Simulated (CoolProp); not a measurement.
Saturation properties of water.

Values from CoolProp's reference Helmholtz-energy equation of state, Wagner 2002.

```tsv
T (K)	p (MPa)	enthalpy of vaporisation (kJ/kg)	vapour Z	liquid viscosity (µPa s)	liquid conductivity (mW/(m K))
493.8	2.349	1855	0.8764	121	645
507.2	3.011	1794	0.8544	114	633
520.7	(withheld)	1728	0.8296	107	(withheld)
534.2	4.773	1656	0.8020	101	605
547.6	5.896	1578	0.7715	(withheld)	588
561.1	7.222	1491	0.7373	90.4	570
574.6	8.765	1394	0.6989	85.3	550
588	10.53	1285	0.6558	80.3	529
601.5	12.59	1157	0.6061	75.1	505
614.9	14.92	1006	0.5480	69.6	478
```

Some entries are withheld; supply them.


- 520.7, p (MPa): 3.814
- 520.7, liquid conductivity (mW/(m K)): 619
- 547.6, liquid viscosity (µPa s): 95.8

It boils at 373.1 K under 1 atm.

Viscosity comes from a separate model (Huber 2009). Thermal conductivity comes from a separate model (Huber 2012).
